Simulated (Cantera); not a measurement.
A Cantera script and what it prints.

```python
import numpy as np
import cantera as ct

gas_names = [...]  # 109 gases of nasa_gas.yaml made of C, Cl, H, Si
cond_names = """
    C(gr) C6H6(L) C7H8(L) C8H18(L),n-octa Si(cr) Si(L) SiC(b)
""".split()


# ... load() reads the species with a 1 bar reference pressure and builds the phases ...
atoms = {
    'CH3Cl': {'C': 1, 'H': 3, 'CL': 1},
    'Si': {'Si': 1},
    'H2': {'H': 2},
}
top_T = {'C(gr)': 4500, 'SiC(b)': 3050}  # K; cautious upper limits of use, not melting points


# ... equilibrate(T, P, feed) seeds the gas with the atoms and calls Mixture.equilibrate('TP', solver="vcs", rtol=1e-11, max_steps=5000) ...
results = []
feed = {'CH3Cl': 1, 'Si': 0.079, 'H2': 0.094}  # mol
T = 1150  # K
for P in [1, 4.2, 18, 75, 320, 1300, 5600, 24000, 100000]:
    mix = equilibrate(T, P, feed)
    results.append((T, P, feed, dict(zip(mix.species_names, mix.species_moles))))

top = {s: max(r[3][s] / sum(r[3][g] for g in gas_names) for r in results) for s in gas_names}
cols = sorted((s for s in top if top[s] > 0.0001), key=lambda s: -top[s])[:8]
seen = [c for c in cond_names if any(r[3].get(c, 0) > 1e-12 for r in results)]
print("log10 of partial pressures in bar; condensed amounts in mol")
print(f"{'P/Pa':>10s}" + "".join(f"{s[:9]:>10s}" for s in cols + seen))
for T, P, feed, n in results:
    ng = sum(n[g] for g in gas_names)
    print(f"{P:10.4g}" + "".join(f"{np.log10(max(n[s] / ng * P / 1e5, 1e-99)):10.3f}" for s in cols)
          + "".join(f"{n.get(c, 0):10.4g}" for c in seen))
```

Output:

```
log10 of partial pressures in bar; condensed amounts in mol
      P/Pa        H2       HCL     SiCL4       CH4    SiHCL3     SiCL3     SiCL2     C(gr)    SiC(b)
         1    -5.281    -5.324    -8.892   -12.192   -10.541    -8.933    -7.936    0.9239   0.07606
       4.2    -4.656    -4.702    -7.653   -10.943    -9.300    -8.005    -7.317     0.925   0.07497
        18    -4.021    -4.076    -6.420    -9.672    -8.057    -7.079    -6.700    0.9288    0.0712
        75    -3.390    -3.474    -5.273    -8.411    -6.881    -6.219    -6.127    0.9399    0.0601
       320    -2.737    -2.886    -4.228    -7.105    -5.771    -5.435    -5.604     0.964   0.03595
      1300    -2.097    -2.345    -3.345    -5.825    -4.789    -4.773    -5.163    0.9973  0.002494
      5600    -1.460    -1.718    -2.683    -4.552    -4.118    -4.421    -5.119     0.999         0
   2.4e+04    -0.830    -1.086    -2.045    -3.290    -3.482    -4.100    -5.115    0.9957         0
     1e+05    -0.216    -0.464    -1.420    -2.063    -2.865    -3.790    -5.121    0.9827         0
```

These are equilibrium values from Cantera (NASA tables, ideal gas, pure condensed phases), not measurements of a reactor. The tables' values for SiCl3 are old estimates; treat these amounts as uncertain.
